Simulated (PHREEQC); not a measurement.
# Metal-bearing waste water

Consider water at 25 °C with 0.007 mol/kgw FeCl3, 4.8e-05 mol/kgw Na2SeO4 and 0.018 mol/kgw H2SO4. Closed to the air; pH follows from the charge balance.

Model: ion-association model, wateq4f.dat, run in PHREEQC.

Precipitation was switched off in this run.

### Question
What pH does the model give?

### Answer
pH 1.61.

### Question
In which forms is S present?

### Answer
HSO4- 38 %, FeSO4+ 29 %, SO4-2 27 %, FeHSO4+2 3.4 %, Fe(SO4)2- 2.9 % of the S.

Saturation is exceeded, for instance for Hematite (slow to form), Goethite (slow to form); the values hold only as long as no solid forms. Complexes and solids missing from the database can't appear.
